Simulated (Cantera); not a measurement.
Stirred combustor or abatement burner

A perfectly stirred reactor is fed with 4.57 % CH4, 2.78 % C2H6, 19.4 % O2, 73.0 % N2, 0.160 % H2, equivalence ratio 0.97, at 760 Torr; it is adiabatic with a 300 K inlet, and is followed from long to short residence time, starting on the burning branch (τ in s: 0.1, 0.045, 0.021, 0.0094, 0.0043, 0.002, 0.00089, 0.00041, 0.00018, 8.4e-05, 3.8e-05, 1.7e-05).

Detailed kinetics in Cantera: GRI-Mech 3.0 (53 species, 325 reactions).

| τ (s) | T (K) | x CH4 | x C2H6 | x O2 | x C2H4 | x CH2CO | x CO | x HCN |
|---|---|---|---|---|---|---|---|---|
| 0.10 | 2213 | 1.95e-6 | 1.26e-7 | 0.00952 | 3.11e-7 | 7.72e-8 | 0.00928 | 2.91e-7 |
| 0.045 | 2196 | 3.58e-6 | 2.72e-7 | 0.0105 | 6.45e-7 | 1.72e-7 | 0.0107 | 3.70e-7 |
| 0.021 | 2171 | 6.13e-6 | 5.60e-7 | 0.0119 | 1.22e-6 | 3.61e-7 | 0.0127 | 4.34e-7 |
| 0.0094 | 2136 | 1.07e-5 | 1.17e-6 | 0.0137 | 2.20e-6 | 7.52e-7 | 0.0154 | 4.99e-7 |
| 0.0043 | 2093 | 1.86e-5 | 2.33e-6 | 0.0158 | 3.56e-6 | 1.44e-6 | 0.0184 | 5.78e-7 |
| 0.0020 | 2043 | 3.30e-5 | 4.52e-6 | 0.0181 | 5.33e-6 | 2.58e-6 | 0.0216 | 6.90e-7 |
| 0.00089 | 1985 | 6.39e-5 | 9.17e-6 | 0.0207 | 7.95e-6 | 4.54e-6 | 0.0251 | 8.68e-7 |
| 0.00041 | 1924 | 0.000129 | 1.87e-5 | 0.0238 | 1.21e-5 | 7.82e-6 | 0.0290 | 1.14e-6 |
| 0.00018 | 1853 | 0.000308 | 4.43e-5 | 0.0284 | 2.23e-5 | 1.52e-5 | 0.0348 | 1.71e-6 |
| 8.4e-5 | 1749 | 0.00108 | 0.000149 | 0.0391 | 7.52e-5 | 4.30e-5 | 0.0470 | 3.22e-6 |
| 3.8e-5 | 300 | 0.0457 | 0.0278 | 0.194 | <1e-12 | <1e-12 | <1e-12 | <1e-12 |
| 1.7e-5 | 300 | 0.0457 | 0.0278 | 0.194 | <1e-12 | <1e-12 | <1e-12 | <1e-12 |
x: mole fraction; the columns are a selection and need not sum to one.
